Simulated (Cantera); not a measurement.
# Adiabatic ignition

An adiabatic, constant-pressure homogeneous reactor starts with H₂ : O₂ : N₂ = 1 : 1.16 : 4.37 (molar parts), equivalence ratio 0.43, at 1025 K and 12000 Torr.

Computed with Cantera and GRI-Mech 3.0 (53 species, 325 reactions). The hydrogen kinetics of GRI-Mech 3.0 are dated; newer H2 mechanisms differ, most at raised pressure. The pressure lies above the range GRI-Mech 3.0 was tuned for (to about 10 atm).

```tsv
t (s)	T (K)	x H₂	x O₂	x NO	x N₂O	x O	x H
6.00e-6	1025	0.153	0.178	<1e-12	<1e-12	6.60e-12	2.33e-11
1.95e-5	1025	0.153	0.178	<1e-12	<1e-12	7.11e-12	2.51e-11
6.36e-5	1025	0.153	0.178	<1e-12	<1e-12	8.92e-12	3.14e-11
0.000207	1025	0.153	0.178	<1e-12	<1e-12	1.69e-11	5.97e-11
0.000673	1025	0.153	0.178	<1e-12	2.24e-12	7.87e-11	2.78e-10
0.00219	1026	0.153	0.178	<1e-12	6.37e-11	1.42e-9	5.02e-9
0.00713	2121	8.56e-5	0.109	4.66e-5	1.51e-6	0.000133	8.24e-6
0.0232	2119	8.49e-5	0.109	0.000672	1.50e-6	0.000131	8.13e-6
0.0755	2115	8.31e-5	0.108	0.00243	1.49e-6	0.000127	7.85e-6
0.246	2108	7.99e-5	0.106	0.00551	1.47e-6	0.000121	7.38e-6
0.800	2105	7.85e-5	0.105	0.00684	1.47e-6	0.000118	7.19e-6
```
x: mole fraction; the columns are a selection and need not sum to one.

| Item | Value |
|---|---|
| time of steepest temperature rise | 6.17 ms |
| temperature at 0.800 s | 2105 K |
| equilibrium temperature | 2105 K |
| x(H₂) at 0.800 s | 7.85e-5 (gas-phase equilibrium 7.85e-5) |
| x(O₂) at 0.800 s | 0.105 (gas-phase equilibrium 0.105) |
| x(NO) at 0.800 s | 0.00684 (gas-phase equilibrium 0.00686) |
